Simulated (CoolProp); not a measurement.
Vapour-liquid equilibrium of ethylbenzene (1) + p-xylene (2) at 146.35 °C; x and y are mole fractions of (1).

Values from CoolProp's multi-fluid Helmholtz-energy mixture model, Zhou 2012 and Zhou 2012; pair parameters Bell 2016.

```json
[
 {"x": "0.05", "bubble pressure, mixture model (kPa)": "[?]", "bubble pressure, Raoult's law (kPa)": "125.4", "y, mixture model": "0.054", "y, Raoult's law": "0.053"},
 {"x": "0.2", "bubble pressure, mixture model (kPa)": "127.0", "bubble pressure, Raoult's law (kPa)": "126.4", "y, mixture model": "0.210", "y, Raoult's law": "0.209"},
 {"x": "0.35", "bubble pressure, mixture model (kPa)": "128.2", "bubble pressure, Raoult's law (kPa)": "127.5", "y, mixture model": "0.362", "y, Raoult's law": "0.363"},
 {"x": "0.5", "bubble pressure, mixture model (kPa)": "[?]", "bubble pressure, Raoult's law (kPa)": "128.6", "y, mixture model": "[?]", "y, Raoult's law": "0.514"},
 {"x": "0.65", "bubble pressure, mixture model (kPa)": "[?]", "bubble pressure, Raoult's law (kPa)": "129.7", "y, mixture model": "0.660", "y, Raoult's law": "0.663"},
 {"x": "0.8", "bubble pressure, mixture model (kPa)": "[?]", "bubble pressure, Raoult's law (kPa)": "130.7", "y, mixture model": "[?]", "y, Raoult's law": "0.809"},
 {"x": "0.95", "bubble pressure, mixture model (kPa)": "131.9", "bubble pressure, Raoult's law (kPa)": "131.8", "y, mixture model": "0.952", "y, Raoult's law": "0.953"}
]
```

**Question.** Fill in the missing entries.

**Answer.** 
- 0.05, bubble pressure, mixture model (kPa): 125.5
- 0.5, bubble pressure, mixture model (kPa): 129.2
- 0.5, y, mixture model: 0.512
- 0.65, bubble pressure, mixture model (kPa): 130.1
- 0.8, bubble pressure, mixture model (kPa): 131.0
- 0.8, y, mixture model: 0.807

The largest gap from Raoult's law is +0.5 % in bubble pressure, at x = 0.35. No azeotrope shows between x = 0.05 and 0.95.

Pair parameters are fitted to limited data, so mixtures are less certain than the pure fluids.
